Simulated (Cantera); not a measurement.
A perfectly stirred reactor is fed with CH4 : CO2 = 1 : 1.8 (molar parts), at 0.987 atm; it is held at 1550 K, and followed from long to short residence time.

Detailed kinetics in Cantera: GRI-Mech 3.0 (53 species, 325 reactions).

What does this change do: CO2 1.8 to 0.42 parts?


```csv
quantity,before,after
x(CH4) at τ = 1.10 s,0.0746,0.152
x(CO2) at τ = 1.10 s,0.255,0.0529
x(CH2CO) at τ = 1.10 s,4.43e-5,2.36e-5
x(C2H) at τ = 1.10 s,1.36e-8,1.45e-8
x(CH3) at τ = 1.10 s,0.000104,0.000126
x(CH4) at τ = 14.0 ms,0.326,0.630
x(CO2) at τ = 14.0 ms,0.627,0.282
x(CH2CO) at τ = 14.0 ms,4.65e-7,3.60e-7
x(C2H) at τ = 14.0 ms,1.22e-9,1.51e-9
x(CH3) at τ = 14.0 ms,0.000352,0.000474
```
GRI-Mech 3.0 stops at C3 and has no aromatics, soot or wall deposition, so with more carbon than oxygen in the feed, carbon stays in small species such as C2H2 where larger ones or solid carbon would form.

What does this change do: temperature 1550 to 1650 K?


| quantity | before | after |
|---|---|---|
| x(CH4) at τ = 1.10 s | 0.0746 | 0.0308 |
| x(CO2) at τ = 1.10 s | 0.255 | 0.141 |
| x(CH2CO) at τ = 1.10 s | 4.43e-5 | 3.27e-5 |
| x(C2H) at τ = 1.10 s | 1.36e-8 | 4.25e-8 |
| x(CH3) at τ = 1.10 s | 0.000104 | 0.000122 |
| x(CH4) at τ = 14.0 ms | 0.326 | 0.230 |
| x(CO2) at τ = 14.0 ms | 0.627 | 0.537 |
| x(CH2CO) at τ = 14.0 ms | 4.65e-7 | 1.32e-5 |
| x(C2H) at τ = 14.0 ms | 1.22e-9 | 3.18e-8 |
| x(CH3) at τ = 14.0 ms | 0.000352 | 0.000697 |
